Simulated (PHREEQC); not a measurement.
# Brine: speciation

A solution holds 3.5 mol NaOH and 0.93 mol Na2SO4 per kg of water, at 25 °C. Closed to the air; pH follows from the charge balance.

Equilibrium calculation in PHREEQC: Pitzer model, pitzer.dat.

No solid was allowed to form.

What pH, activity of water does the model give?

pH 14.64; activity of water 0.824.

In brines, pH and single-ion activities rest on the MacInnes convention.
